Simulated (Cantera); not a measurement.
A closed system holds: 1 mol trisilylamine, 1.2 mol NH3, at 775 K and 14.0 Pa.

Equilibrium computed with Cantera from the NASA thermochemical tables; the gas is ideal and each condensed phase is pure. Candidate condensed phases: Si, Si3N4; 18 gas species. The feed counts by its element totals alone. The numbers say what is thermodynamically allowed, not how fast it happens.

Base state: H2 1.00 (mole fractions); condensed: Si(s) + Si3N4(s).

Task: What changes in the equilibrium state with this change: NH3 from 1.2 to 34 mol?

Result: 
```csv
species,before,after
H2,1.00,0.782
N2,<1e-9,0.218
"Si(s), mol",1.35,0
"Si3N4(s), mol",0.550,1.00
```

Task: What changes in the equilibrium state with this change: temperature from 775 K to 1448.15 K?

Result: 
```csv
species,before,after
H2,1.00,0.882
N2,<1e-9,0.118
H,<1e-9,0.000733
Si,<1e-9,2.10e-5
"Si(s), mol",1.35,2.61
"Si3N4(s), mol",0.550,0.130
```
Mutual solubility and eutectic melting of coexisting phases are not modelled.
